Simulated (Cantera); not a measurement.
An adiabatic, constant-pressure homogeneous reactor starts with H2 : O2 : N2 = 1 : 1.02 : 3.84 (molar parts), at 1225 K and 1.00 bar. Integrator tolerance rtol = 1e-08.

Cantera simulation using GRI-Mech 3.0 (53 species, 325 reactions); the numbers are that mechanism's predictions, not measurements.

Question: What does this change do: initial temperature 1225 to 1800 K?

Answer: 
| quantity | before | after |
|---|---|---|
| time of steepest temperature rise | 42.2 µs | 6.56 µs |
| temperature at 9.00 s | 2346 K | 2681 K |
| equilibrium temperature | 2346 K | 2681 K |
| x(H2) at 9.00 s | 0.00162 (gas-phase equilibrium 0.00162) | 0.00771 (gas-phase equilibrium 0.00771) |
| x(O2) at 9.00 s | 0.0889 (gas-phase equilibrium 0.0889) | 0.0804 (gas-phase equilibrium 0.0804) |
| x(OH) at 9.00 s | 0.00936 (gas-phase equilibrium 0.00936) | 0.0245 (gas-phase equilibrium 0.0245) |
| x(H2O) at 9.00 s | 0.179 (gas-phase equilibrium 0.179) | 0.161 (gas-phase equilibrium 0.161) |
| x(NO2) at 9.00 s | 7.31e-6 (gas-phase equilibrium 7.31e-6) | 8.30e-6 (gas-phase equilibrium 8.30e-6) |
| x(O) at 9.00 s | 0.00193 (gas-phase equilibrium 0.00193) | 0.00951 (gas-phase equilibrium 0.00951) |
| x(H) at 9.00 s | 0.000495 (gas-phase equilibrium 0.000495) | 0.00468 (gas-phase equilibrium 0.00468) |

Question: What does this change do: constant volume in place of constant pressure?

Answer: 
```csv
quantity,before,after
time of steepest temperature rise,42.2 µs,41.5 µs
temperature at 9.00 s,2346 K,2540 K
equilibrium temperature,2346 K,2540 K
x(H2) at 9.00 s,0.00162 (gas-phase equilibrium 0.00162),0.00312 (gas-phase equilibrium 0.00312)
x(O2) at 9.00 s,0.0889 (gas-phase equilibrium 0.0889),0.0851 (gas-phase equilibrium 0.0851)
x(OH) at 9.00 s,0.00936 (gas-phase equilibrium 0.00936),0.0147 (gas-phase equilibrium 0.0147)
x(H2O) at 9.00 s,0.179 (gas-phase equilibrium 0.179),0.174 (gas-phase equilibrium 0.174)
x(NO2) at 9.00 s,7.31e-6 (gas-phase equilibrium 7.31e-6),1.11e-5 (gas-phase equilibrium 1.11e-5)
x(O) at 9.00 s,0.00193 (gas-phase equilibrium 0.00193),0.00373 (gas-phase equilibrium 0.00373)
x(H) at 9.00 s,0.000495 (gas-phase equilibrium 0.000495),0.00121 (gas-phase equilibrium 0.00121)
```
